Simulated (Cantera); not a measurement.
Charge: 1 mol Si, 0.01 mol O₂, 4.1 mol H₂, at 1000 °C and 1.33 mbar.

Cantera equilibrium calculation (NASA polynomials, part measured and part estimated; ideal gas, pure solids and liquids). Candidate condensed phases: H₂O, Si, SiO₂; 18 gas species. Mutual solubility and eutectic melting of coexisting phases are not modelled. The tables hold silica as quartz up to 1696 K and as liquid above; real silica turns to tridymite and cristobalite and melts near 1996 K. The numbers say what is thermodynamically allowed, not how fast it happens.

Base state: H₂ 0.997, SiO 0.00292, H 1.95e-5 (mole fractions); condensed: Si(s) + SiO₂(β-quartz).

Q: What changes in the equilibrium state with this change: pressure from 1.33 mbar to 10.0 mbar?

A: 
```tsv
species	before	after
H₂	0.997	1.000
SiO	0.00292	0.000389
H	1.95e-5	7.15e-6
Si(s), mol	0.984	0.989
SiO₂(β-quartz), mol	0.00399	0.00920
```
